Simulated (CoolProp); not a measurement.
Vapour-liquid equilibrium of R125 (1) + R245fa (2) at 0.393 MPa; x and y are mole fractions of (1).

Values from CoolProp's multi-fluid Helmholtz-energy mixture model, Lemmon 2005 and Akasaka 2015; pair parameters Bell 2016.

| x | bubble temperature (°C) | y at the bubble point | dew temperature at overall composition x (°C) | liquid density (mol/L) |
|---|---|---|---|---|
| 0.05 | 45.5 | 0.255 | 52.8 | 9.579 |
| 0.125 | 34.2 | 0.510 | 50.2 | 9.870 |
| 0.2 | 25.1 | 0.665 | 47.5 | 10.12 |
| 0.275 | 17.9 | 0.763 | 44.7 | 10.33 |
| 0.35 | 12.0 | 0.827 | 41.6 | 10.52 |
| 0.425 | 7.0 | 0.872 | 38.3 | 10.68 |
| 0.5 | 2.8 | 0.905 | 34.7 | 10.83 |
| 0.575 | -0.9 | 0.929 | 30.6 | 10.97 |
| 0.65 | -4.1 | 0.948 | 26.1 | 11.10 |
| 0.725 | -7.0 | 0.964 | 20.9 | 11.22 |
| 0.8 | -9.7 | 0.976 | 14.6 | 11.33 |
| 0.875 | -12.1 | 0.986 | 6.7 | 11.43 |
| 0.95 | -14.4 | 0.995 | -4.4 | 11.52 |

No azeotrope shows between x = 0.05 and 0.95.

The pair parameters rest on a limited set of measurements; away from them the model extrapolates.
